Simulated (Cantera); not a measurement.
Input: 1 mol Cr, 19 mol N₂, held at 13300 Pa.

Equilibrium computed with Cantera from the NASA thermochemical tables; the gas is ideal and each condensed phase is pure. Candidate condensed phases: Cr, CrN, Cr₂N; 4 gas species. Kinetics and transport are ignored.

Q: Which condensed phases are stable at each of these points (T (°C)): 1202, 1277, 1352, 1427, 1502, 1577, 1652?

A: 
```json
[
 {"T (°C)": "1202", "condensed phases": "Cr₂N(s)", "Cr condensed (%)": "100.0"},
 {"T (°C)": "1277", "condensed phases": "Cr₂N(s)", "Cr condensed (%)": "100.0"},
 {"T (°C)": "1352", "condensed phases": "Cr(s)", "Cr condensed (%)": "99.9"},
 {"T (°C)": "1427", "condensed phases": "Cr(s)", "Cr condensed (%)": "99.7"},
 {"T (°C)": "1502", "condensed phases": "Cr(s)", "Cr condensed (%)": "99.1"},
 {"T (°C)": "1577", "condensed phases": "Cr(s)", "Cr condensed (%)": "97.4"},
 {"T (°C)": "1652", "condensed phases": "Cr(s)", "Cr condensed (%)": "93.2"}
]
```

From 1202 °C to 1277 °C the condensed part is Cr₂N(s). From 1352 °C to 1652 °C the condensed part is Cr(s).
